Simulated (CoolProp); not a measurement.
Vapour-liquid equilibrium of dimethyl ether (1) + methanol (2) at -27.65 °C; x and y are mole fractions of (1).

Computed with CoolProp (multi-fluid Helmholtz-energy mixture model, Wu 2011 and de Reuck 1993; pair parameters Bell 2016).

### Question
Give the bubble pressure and the first vapour's composition at x = 0.55, 0.75, 0.85. Is there an azeotrope?

### Answer
x = 0.55: 0.6418 bar, y = 0.993; x = 0.75: 0.7304 bar, y = 0.995; x = 0.85: 0.7835 bar, y = 0.996. No azeotrope shows between x = 0.05 and 0.95.

Pair parameters are fitted to limited data, so mixtures are less certain than the pure fluids. With so large a gap from Raoult's law the liquid may split in two, which this calculation doesn't test in full.
